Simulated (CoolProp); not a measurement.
Methane at 134.26 K and 5.75 MPa is throttled through a valve to 3.74 MPa with no heat exchange. Each further row changes one setting.

The numbers come from the reference Helmholtz-energy equation of state, Setzmann 1991 in CoolProp.

```json
[
 {"case": "as stated", "temperature change (K)": "?", "final density (kg/m³)": "?"},
 {"case": "outlet pressure 1.12 MPa", "temperature change (K)": "?", "final density (kg/m³)": "?"},
 {"case": "outlet pressure 4.86 MPa", "temperature change (K)": "?", "final density (kg/m³)": "?"}
]
```

Task: What belongs in the gaps?

Result: 
- as stated, temperature change (K): +0.6
- as stated, final density (kg/m³): 391
- outlet pressure 1.12 MPa, temperature change (K): +1.4
- outlet pressure 1.12 MPa, final density (kg/m³): 385
- outlet pressure 4.86 MPa, temperature change (K): +0.3
- outlet pressure 4.86 MPa, final density (kg/m³): 393
